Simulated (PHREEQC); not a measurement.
Acid rinse or clean: an equilibrium model

Consider water at 25 °C with 91 mmol/kgw H2SO4 and 0.62 mmol/kgw NaCl. Closed to the air; pH follows from the charge balance.

All values are PHREEQC results (ion-association model, phreeqc.dat), not measurements.

No solid was allowed to form.

Problem. Predict the pH.

Solution. pH 1.05.

Problem. In which forms is Na present?

Solution. Na+ 97 %, NaSO4- 3.1 % of the Na.
